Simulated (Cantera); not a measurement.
Input (Python, Cantera):

```python
import numpy as np
import cantera as ct

gas = ct.Solution("SiF4_NH3_mec.yaml", "gas")
gas.TPX = 1450, 6000, {'NH3': 1, 'N2': 1.3}
reactor = ct.IdealGasConstPressureReactor(gas, energy="off", clone=False)
net = ct.ReactorNet([reactor])
net.rtol, net.atol = 1e-08, 1e-18
show = ['NH3', 'N2', 'H', 'NH2', 'H2', 'N2H2', 'N2H4']
times = np.geomspace(3e-06, 20, 13)

steps = ct.SolutionArray(gas, extra=["t"])
rows = []
print(f"{'t/s':>10s}{'T/K':>9s}{'P/Pa':>11s}" + "".join(f"{s:>11s}" for s in show))
for t in times:
    while net.time < t:
        t_next = net.step()
        steps.append(gas.state, t=t_next)
    rows.append([np.interp(t, steps.t, y) for y in (steps.T, steps.P, *steps(*show).X.T)])
    print(f"{t:10.3e}{rows[-1][0]:9.1f}{rows[-1][1]:11.4g}" + "".join(f"{x:11.3e}" for x in rows[-1][2:]))
rate = np.gradient(steps.T, steps.t)
print("integrator steps:", len(steps.t))
if steps.T.max() > steps.T[0] + 200:
    print(f"time of steepest temperature rise: {steps.t[rate.argmax()]:.4e} s")
gas.TPX = 1450, 6000, {'NH3': 1, 'N2': 1.3}
gas.equilibrate("TP")
print(f"equilibrium (TP): T = {gas.T:.1f} K  " + "  ".join(f"{s} {gas[s].X[0]:.3e}" for s in show))
```

It prints:

```
       t/s      T/K       P/Pa        NH3         N2          H        NH2         H2       N2H2       N2H4
 3.000e-06   1450.0       6000  4.348e-01  5.652e-01  1.629e-10  2.391e-10  3.807e-11  1.374e-20  2.734e-21
 1.111e-05   1450.0       6000  4.348e-01  5.652e-01  3.697e-10  1.119e-09  3.747e-10  1.027e-18  2.090e-19
 4.116e-05   1450.0       6000  4.348e-01  5.652e-01  4.608e-10  5.054e-09  2.296e-09  8.013e-17  1.610e-17
 1.524e-04   1450.0       6000  4.348e-01  5.652e-01  4.620e-10  1.996e-08  9.750e-09  4.772e-15  8.989e-16
 5.646e-04   1450.0       6000  4.348e-01  5.652e-01  4.620e-10  7.519e-08  3.736e-08  2.296e-13  3.537e-14
 2.091e-03   1450.0       6000  4.348e-01  5.652e-01  4.622e-10  2.797e-07  1.397e-07  8.492e-12  8.713e-13
 7.746e-03   1450.0       6000  4.348e-01  5.652e-01  4.658e-10  1.037e-06  5.203e-07  1.983e-10  1.453e-11
 2.869e-02   1450.0       6000  4.348e-01  5.652e-01  5.251e-10  3.836e-06  2.030e-06  3.274e-09  2.097e-10
 1.063e-01   1450.0       6000  4.348e-01  5.652e-01  1.481e-09  1.406e-05  1.303e-05  4.764e-08  2.847e-09
 3.936e-01   1450.0       6000  4.345e-01  5.652e-01  1.529e-08  3.579e-05  2.370e-04  3.144e-07  1.841e-08
 1.458e+00   1450.0       6000  4.332e-01  5.651e-01  7.444e-08  3.759e-05  1.650e-03  3.513e-07  2.030e-08
 5.400e+00   1450.0       6000  4.282e-01  5.649e-01  2.818e-07  3.642e-05  6.845e-03  3.412e-07  1.906e-08
 2.000e+01   1450.0       6000  4.110e-01  5.641e-01  9.728e-07  3.380e-05  2.486e-02  3.064e-07  1.642e-08
integrator steps: 598
equilibrium (TP): T = 1450.0 K  NH3 9.676e-07  N2 5.454e-01  H 2.620e-05  NH2 1.180e-10  H2 4.545e-01  N2H2 3.851e-16  N2H4 2.023e-19
```

Detailed kinetics in Cantera: the gas-phase N/H chemistry of the illustrative SiF4/NH3 mechanism in the Surface Chemkin manual (1991). Walls and surfaces, which speed up NH3 decomposition in real reactors, are not modelled.
